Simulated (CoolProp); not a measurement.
R1233zd(E) along the isotherm 450 K: Z from the reference equation and from simpler models built on Tc = 438.9 K, pc = 3583 kPa, ω = 0.304; each cubic takes its own stable root.

Computed with CoolProp (reference Helmholtz-energy equation of state, Akasaka 2022).

```tsv
p (kPa)	phase	reference	van der Waals	Soave-Redlich-Kwong	Peng-Robinson
113	gas	0.9896	0.9911	0.9901	0.9889
191	gas	0.9824	0.9849	0.9832	0.9812
323	gas	0.9700	0.9743	0.9713	0.9680
545	gas	0.9488	0.9559	0.9511	0.9454
919	gas	0.9117	0.9236	0.9156	0.9063
1550	gas	0.8446	0.8641	0.8515	0.8362
2620	gas	0.7108	0.7407	0.7238	0.6998
4420	supercritical	0.2739	0.3371	0.3393	0.3153
7450	supercritical	0.3203	0.4460	0.3779	0.3419
12600	supercritical	0.4838	0.6701	0.5440	0.4901
21200	supercritical	0.7473	1.030	0.8120	0.7306
35800	supercritical	1.168	1.611	1.238	1.115
```
